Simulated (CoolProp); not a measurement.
CH3F (R41) along the isotherm 80.25 °C: fugacity coefficient from the reference equation and from simpler models built on Tc = 44.1 °C, pc = 5.906 MPa, ω = 0.200; each cubic takes its own stable root.

The numbers come from the reference Helmholtz-energy equation of state, Lemmon 2006 in CoolProp. It is a short technical equation, of lower accuracy than the large ones.

| p (MPa) | phase | reference | van der Waals | Soave-Redlich-Kwong |
|---|---|---|---|---|
| 0.227 | gas | 0.9894 | 0.9913 | 0.9909 |
| 0.454 | gas | 0.9789 | 0.9825 | 0.9818 |
| 0.681 | gas | 0.9685 | 0.9738 | 0.9728 |
| 0.909 | gas | [?] | 0.9651 | 0.9638 |
| 1.14 | gas | 0.9477 | 0.9562 | [?] |
| 1.36 | gas | 0.9378 | 0.9478 | 0.9461 |
| 1.59 | gas | 0.9275 | 0.9391 | 0.9372 |
| 1.82 | gas | 0.9173 | 0.9303 | 0.9283 |
| 2.04 | gas | 0.9077 | 0.9220 | 0.9198 |
| 2.27 | gas | 0.8976 | 0.9132 | 0.9110 |
| 2.5 | gas | 0.8876 | 0.9045 | 0.9022 |
| 2.73 | gas | 0.8777 | 0.8958 | 0.8934 |
| 2.95 | gas | [?] | 0.8875 | 0.8851 |

Question: Complete the blanks.

Answer: 
- 0.909, reference: 0.9581
- 1.14, Soave-Redlich-Kwong: 0.9547
- 2.95, reference: 0.8683
